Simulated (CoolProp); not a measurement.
A closed Brayton cycle with carbon dioxide: compressor inlet 317.15 K and 9.1 MPa, high pressure 21.4 MPa, turbine inlet 870 K, compressor efficiency 0.85, turbine efficiency 0.9, recuperator effectiveness 0.9 (on enthalpy, no pinch check). Each further row changes one setting.

The numbers come from the reference Helmholtz-energy equation of state, Span 1996 in CoolProp.

```json
[
 {"case": "as stated", "thermal efficiency (%)": "34.0", "net work (kJ/kg)": "89.2", "compressor to turbine work": "0.26", "compressor exit (K)": "369.7", "turbine exit (K)": "763.6"},
 {"case": "turbine inlet 820 K", "thermal efficiency (%)": "32.7", "net work (kJ/kg)": "81.6", "compressor to turbine work": "0.28", "compressor exit (K)": "369.7", "turbine exit (K)": "717.4"},
 {"case": "compressor inlet 327.15 K", "thermal efficiency (%)": "33.3", "net work (kJ/kg)": "79.6", "compressor to turbine work": "0.34", "compressor exit (K)": "394.9", "turbine exit (K)": "763.6"},
 {"case": "high pressure 18.2 MPa", "thermal efficiency (%)": "31.6", "net work (kJ/kg)": "74.8", "compressor to turbine work": "0.24", "compressor exit (K)": "359.6", "turbine exit (K)": "783.3"},
 {"case": "recuperator effectiveness 0.5", "thermal efficiency (%)": "19.9", "net work (kJ/kg)": "89.2", "compressor to turbine work": "0.26", "compressor exit (K)": "369.7", "turbine exit (K)": "763.6"}
]
```
